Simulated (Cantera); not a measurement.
What does this Cantera script print?

```python
import numpy as np
import cantera as ct

gas_names = [...]  # 139 gases of nasa_gas.yaml made of C, H, N, O, Pb
cond_names = """
    C(gr) C6H6(L) C7H8(L) C8H18(L),n-octa H2O(s) H2O(L) Pb(cr) Pb(L) PbO(rd) PbO(yw) PbO(L) PbO2(s)
    Pb3O4(s)
""".split()


# ... load() reads the species with a 1 bar reference pressure and builds the phases ...
atoms = {
    'Pb': {'Pb': 1},
    'H2': {'H': 2},
    'N2': {'N': 2},
    'CO': {'C': 1, 'O': 1},
}
top_T = {'C(gr)': 4500, 'Pb3O4(s)': 820}  # K; cautious upper limits of use, not melting points


# ... equilibrate(T, P, feed) seeds the gas with the atoms and calls Mixture.equilibrate('TP', solver="vcs", rtol=1e-11, max_steps=5000) ...
results = []
feed = {'Pb': 1, 'H2': 2.3, 'N2': 21, 'CO': 2}  # mol
T = 773.15  # K
P = 480000  # Pa
mix = equilibrate(T, P, feed)
results.append((T, P, feed, dict(zip(mix.species_names, mix.species_moles))))
x = sorted(zip(gas.X, gas.species_names), reverse=True)
print(f"T = {T:g} K  P = {P:g} Pa  gas = {mix.phase_moles(0):.4g} mol")
print("   x: " + "  ".join(f"{s} {v:.3e}" for v, s in x if v > 1e-06))
print("   condensed (mol): " + ("  ".join(f"{mix.phase(i).name} {mix.phase_moles(i):.4g}"
      for i in range(1, mix.n_phases) if mix.phase_moles(i) > 1e-12) or "none"))
```

Output:

```
T = 773.15 K  P = 480000 Pa  gas = 23.62 mol
   x: N2 8.889e-01  H2 3.571e-02  H2O 3.561e-02  CO2 2.234e-02  CH4 1.293e-02  CO 4.377e-03  NH3 1.208e-04
   condensed (mol): C(gr) 1.064  Pb(L) 1
```

Equilibrium computed with Cantera from the NASA thermochemical tables; the gas is ideal and each condensed phase is pure.
